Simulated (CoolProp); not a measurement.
Vapour-liquid equilibrium of ethylene (1) + isobutane (2) at 0.0466 MPa; x and y are mole fractions of (1).

Computed with CoolProp (multi-fluid Helmholtz-energy mixture model, Smukala 2000 and Bücker 2006; pair parameters Bell 2016).

**Question.** Give the bubble temperature and the first vapour's composition at x = 0.05, 0.35, 0.5. Is there an azeotrope?

**Answer.** x = 0.05: -55.2 °C, y = 0.742; x = 0.35: -97.3 °C, y = 0.993; x = 0.5: -104.2 °C, y = 0.997. No azeotrope shows between x = 0.05 and 0.95.

The pair parameters rest on a limited set of measurements; away from them the model extrapolates.
